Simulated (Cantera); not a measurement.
A closed system holds: 1 mol C, 0.31 mol H2O, equilibrated at 1998 K and 0.330 Torr.

Method: chemical equilibrium by Gibbs-energy minimisation in Cantera with the NASA 1993 tables (ideal gas, pure condensed phases). Candidate condensed phases: C, C6H6, C7H8, C8H18, H2O; 110 gas species. Equilibrium is a limit: real reactors are often held back by kinetics, nucleation or transport.

Base state: CO 0.487, H2 0.461, H 0.0519, C2H2 (acetylene) 0.000349 (mole fractions); condensed: C(graphite).

Q: What changes in the equilibrium state with this change: pressure from 0.330 Torr to 383 Torr?

A: 
```
species             before     after
----------------  --------  --------
CO                   0.487     0.500
H2                   0.461     0.498
H                   0.0519   0.00159
CH4                3.99e-8   5.40e-5
H2O                1.17e-8   1.50e-5
C2H2 (acetylene)  0.000349  0.000378
C(graphite), mol     0.690     0.690
```

Q: What changes in the equilibrium state with this change: temperature from 1998 K to 1525 K?

A: 
| species | before | after |
|---|---|---|
| CO | 0.487 | 0.500 |
| H2 | 0.461 | 0.499 |
| H | 0.0519 | 0.000797 |
| C2H2 (acetylene) | 0.000349 | 6.04e-6 |
| C(graphite), mol | 0.690 | 0.690 |
